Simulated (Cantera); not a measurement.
Input: 1 mol Fe₃O₄, 5.2 mol C, 1.2 mol CO, 2.4 mol CH₄, at 0.940 bar.

Equilibrium computed with Cantera from the NASA thermochemical tables; the gas is ideal and each condensed phase is pure. Candidate condensed phases: C, C₆H₆, C₇H₈, C₈H₁₈, Fe, Fe(CO)₅, FeO, Fe(OH)₂, Fe(OH)₃, Fe₂O₃, Fe₃O₄, H₂O; 114 gas species. Iron dissolves carbon and melts from about 1420 K in contact with it, which pure phases cannot show. Condensed phases not in the tables: cementite and carbon dissolved in iron. The numbers say what is thermodynamically allowed, not how fast it happens.

x: gas mole fraction; n: condensed amount in mol.

```json
[
 {"T (K)": "1875", "x CO": "0.520", "x H₂": "0.479", "x Fe": "8.63e-5", "x H": "0.000468", "x C₂H₂ (acetylene)": "0.000152", "x CH₄": "0.000131", "x H₂O": "4.67e-5", "n C(graphite)": "3.60", "n Fe(l)": "3.00"},
 {"T (K)": "1950", "x CO": "0.520", "x H₂": "0.479", "x Fe": "0.000218", "x H": "0.000818", "x C₂H₂ (acetylene)": "0.000262", "x CH₄": "0.000105", "x H₂O": "3.36e-5", "n C(graphite)": "3.59", "n Fe(l)": "3.00"},
 {"T (K)": "2025", "x CO": "0.519", "x H₂": "0.478", "x Fe": "0.000512", "x H": "0.00137", "x C₂H₂ (acetylene)": "0.000433", "x CH₄": "8.54e-5", "x H₂O": "2.48e-5", "n C(graphite)": "3.59", "n Fe(l)": "2.99"},
 {"T (K)": "2100", "x CO": "0.519", "x H₂": "0.477", "x Fe": "[?]", "x H": "[?]", "x C₂H₂ (acetylene)": "[?]", "x CH₄": "[?]", "x H₂O": "[?]", "n C(graphite)": "3.59", "n Fe(l)": "2.99"},
 {"T (K)": "2175", "x CO": "0.518", "x H₂": "0.475", "x Fe": "[?]", "x H": "[?]", "x C₂H₂ (acetylene)": "[?]", "x CH₄": "[?]", "x H₂O": "[?]", "n C(graphite)": "3.58", "n Fe(l)": "2.98"},
 {"T (K)": "2250", "x CO": "0.516", "x H₂": "0.472", "x Fe": "0.00462", "x H": "0.00526", "x C₂H₂ (acetylene)": "0.00158", "x CH₄": "4.96e-5", "x H₂O": "1.11e-5", "n C(graphite)": "3.57", "n Fe(l)": "2.95"},
 {"T (K)": "2325", "x CO": "0.513", "x H₂": "0.468", "x Fe": "0.00870", "x H": "0.00776", "x C₂H₂ (acetylene)": "0.00229", "x CH₄": "4.19e-5", "x H₂O": "8.77e-6", "n C(graphite)": "3.55", "n Fe(l)": "2.91"},
 {"T (K)": "2400", "x CO": "0.509", "x H₂": "0.461", "x Fe": "0.0157", "x H": "0.0111", "x C₂H₂ (acetylene)": "0.00321", "x CH₄": "3.55e-5", "x H₂O": "6.94e-6", "n C(graphite)": "3.53", "n Fe(l)": "2.84"},
 {"T (K)": "2475", "x CO": "0.502", "x H₂": "0.451", "x Fe": "0.0273", "x H": "0.0156", "x C₂H₂ (acetylene)": "0.00439", "x CH₄": "2.99e-5", "x H₂O": "5.50e-6", "n C(graphite)": "3.51", "n Fe(l)": "2.72"}
]
```

**Question.** Some entries are withheld; supply them.

**Answer.** 
- 2100, x Fe: 0.00113
- 2100, x H: 0.00222
- 2100, x C₂H₂ (acetylene): 0.000689
- 2100, x CH₄: 7.06e-5
- 2100, x H₂O: 1.87e-5
- 2175, x Fe: 0.00234
- 2175, x H: 0.00347
- 2175, x C₂H₂ (acetylene): 0.00106
- 2175, x CH₄: 5.89e-5
- 2175, x H₂O: 1.43e-5
